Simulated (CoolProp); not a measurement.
Vapour-liquid equilibrium of cyclohexane (1) + n-heptane (2) at 37.8 kPa; x and y are mole fractions of (1).

The numbers come from the multi-fluid Helmholtz-energy mixture model, Zhou 2014 and Span 2003; pair parameters Bell 2016 in CoolProp.

```
x     bubble temperature, mixture model (K)  bubble temperature, Raoult's law (K)  y, mixture model  y, Raoult's law
----  -------------------------------------  ------------------------------------  ----------------  ---------------
0.05                                  340.0                                 340.1             0.089            0.087
0.15                                  337.8                                 338.0             0.247            0.243
0.25                                  335.7                                 336.0             0.383            0.379
0.35                                  333.8                                 334.2        (withheld)            0.498
0.45                             (withheld)                                 332.4             0.603            0.603
0.55                             (withheld)                                 330.8             0.693            0.695
0.65                                  328.9                                 329.2             0.773            0.777
0.75                                  327.4                                 327.7             0.845            0.850
0.85                                  326.1                                 326.3        (withheld)            0.915
0.95                                  324.9                                 324.9        (withheld)            0.973
```

Complete the blanks.


- 0.35, y, mixture model: 0.501
- 0.45, bubble temperature, mixture model (K): 332.0
- 0.55, bubble temperature, mixture model (K): 330.4
- 0.85, y, mixture model: 0.910
- 0.95, y, mixture model: 0.971

The largest gap from Raoult's law is -0.4 K in bubble temperature, at x = 0.45. No azeotrope shows between x = 0.05 and 0.95.

The pair parameters rest on a limited set of measurements; away from them the model extrapolates.
